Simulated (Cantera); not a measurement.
Charge: 1 mol MgO, 1.4 mol C, 0.6 mol CO, equilibrated at 1073 K and 0.00380 bar.

Cantera equilibrium calculation (NASA polynomials, part measured and part estimated; ideal gas, pure solids and liquids). Candidate condensed phases: C, Mg, MgCO₃, MgO; 15 gas species. Kinetics and transport are ignored.

Base state: CO 0.999, CO₂ 0.000535 (mole fractions); condensed: C(graphite) + MgO(s).

What changes in the equilibrium state with this change: MgO replaced by TiO₂?


```tsv
species	before	after
CO	0.999	0.999
CO₂	0.000535	0.000535
C(graphite), mol	1.40	1.40
MgO(s), mol	1.00	0
TiO₂(rutile), mol	0	1.00
```
Further candidate phases: Ti, TiC, TiO, TiO₂, Ti₂O₃, Ti₃O₅, Ti₄O₇.

What changes in the equilibrium state with this change: temperature from 1073 K to 1600 K?


```json
[
 {"species": "CO", "before": "0.999", "after": "0.615"},
 {"species": "Mg", "before": "<1e-9", "after": "0.385"},
 {"species": "CO₂", "before": "0.000535", "after": "4.19e-7"},
 {"species": "C(graphite), mol", "before": "1.40", "after": "0.400"},
 {"species": "MgO(s), mol", "before": "1.00", "after": "0"}
]
```

What changes in the equilibrium state with this change: temperature from 1073 K to 2148 K?


```tsv
species	before	after
CO	0.999	0.615
Mg	<1e-9	0.385
CO₂	0.000535	1.91e-8
C(graphite), mol	1.40	0.400
MgO(s), mol	1.00	0
```
